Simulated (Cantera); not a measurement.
Feed: 1 mol CsOH, 0.011 mol O2.

These are equilibrium values from Cantera (NASA tables, ideal gas, pure condensed phases), not measurements of a reactor. Candidate condensed phases: Cs, CsOH, H2O; 15 gas species. Equilibrium is a limit: real reactors are often held back by kinetics, nucleation or transport.

Problem. What condenses at these points (T in K, P in Pa): (1925, 10); (1925, 1000); (1925, 1000000); (1325, 320000); (1775, 1000000)?

Solution. 
```tsv
T (K)	P in Pa	condensed phases	Cs condensed (%)
1925	10	gas only	0.0
1925	1000	gas only	0.0
1925	1000000	gas only	0.0
1325	320000	CsOH	98.4
1775	1000000	gas only	0.0
```
